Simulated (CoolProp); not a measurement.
Model: reference Helmholtz-energy equation of state, Lemmon 2006, in CoolProp. It is a short technical equation, of lower accuracy than the large ones.

Task: For toluene, give the phase and the density (kg/m³), speed of sound (m/s), Joule-Thomson coefficient (K/MPa), viscosity (µPa s) at 620 K and 1150 kPa; 620 K and 9170 kPa; 620 K and 10300 kPa.

Result: 
- 620 K and 1150 kPa: gas; density 22.6, speed of sound 221, Joule-Thomson coefficient 7.33, viscosity 14.3
- 620 K and 9170 kPa: supercritical; density 476, speed of sound 281, Joule-Thomson coefficient 1.36, viscosity 59.9
- 620 K and 10300 kPa: supercritical; density 493, speed of sound 313, Joule-Thomson coefficient 1.02, viscosity 64.2

Viscosity comes from a separate model (Avgeri 2015).
